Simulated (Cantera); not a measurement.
Cantera run, input and output.

```python
import numpy as np
import cantera as ct

gas = ct.Solution("gri30.yaml")
gas.TPX = 823, 101325, {'CH3OH': 1, 'O2': 1.7, 'N2': 6.41}
inlet = ct.Reservoir(gas, clone=True)
gas.equilibrate("HP")  # start burning
reactor = ct.IdealGasConstPressureReactor(gas, energy="on", clone=False)
exhaust = ct.Reservoir(gas, clone=True)
tau = [0.069, 0.023, 0.0078, 0.0026, 0.00089, 0.0003, 0.0001, 3.4e-05, 1.1e-05, 3.9e-06][0]
for a, b in ((inlet, reactor), (reactor, exhaust)):
    ct.MassFlowController(a, b, mdot=lambda t: reactor.mass / tau)
net = ct.ReactorNet([reactor])
show = ['CH3OH', 'O2', 'HO2', 'C2H2', 'C2H', 'NO2', 'C2H4']

rows = []
print(f"{'tau/s':>10s}{'T/K':>9s}" + "".join(f"{s:>11s}" for s in show))
for tau in [0.069, 0.023, 0.0078, 0.0026, 0.00089, 0.0003, 0.0001, 3.4e-05, 1.1e-05, 3.9e-06]:
    net.initial_time = 0.0
    net.advance(30 * tau)
    before = gas.X
    net.advance(40 * tau)
    drift = np.max(np.abs(gas.X - before) / (gas.X + 1e-9))
    rows.append([gas.T, *gas[show].X, drift])
    print(f"{tau:10.3e}{gas.T:9.1f}" + "".join(f"{x:11.3e}" for x in gas[show].X))
```

Result:

```
     tau/s      T/K      CH3OH         O2        HO2       C2H2        C2H        NO2       C2H4
 6.900e-02   2391.2  5.372e-07  2.461e-02  3.065e-06  1.265e-12  1.622e-14  1.384e-06  3.915e-13
 2.300e-02   2381.1  1.499e-06  2.587e-02  3.236e-06  5.923e-12  7.901e-14  8.498e-07  2.434e-12
 7.800e-03   2352.3  3.836e-06  2.781e-02  3.602e-06  2.092e-11  2.974e-13  3.739e-07  1.043e-11
 2.600e-03   2291.0  9.108e-06  3.067e-02  4.684e-06  6.270e-11  9.542e-13  1.207e-07  3.818e-11
 8.900e-04   2205.4  2.064e-05  3.411e-02  7.460e-06  2.626e-10  4.080e-12  3.568e-08  1.910e-10
 3.000e-04   2111.6  5.067e-05  3.793e-02  1.368e-05  1.713e-09  2.537e-11  1.233e-08  1.407e-09
 1.000e-04   2022.2  1.460e-04  4.302e-02  3.015e-05  1.455e-08  1.847e-10  5.651e-09  1.337e-08
 3.400e-05   1912.4  6.207e-04  5.518e-02  1.223e-04  1.805e-07  1.302e-09  3.699e-09  2.153e-07
 1.100e-05    823.0  1.098e-01  1.866e-01  4.600e-15 -2.482e-20 -5.448e-39 -3.283e-20 -5.649e-20
 3.900e-06    823.0  1.098e-01  1.866e-01  1.448e-15 -6.115e-22 -9.181e-43 -8.088e-22 -1.392e-21
```

Model: GRI-Mech 3.0 (53 species, 325 reactions), integrated in Cantera. GRI-Mech 3.0 was tuned for natural gas; its chemistry of methanol as a main component is partial and can be far from experiment.
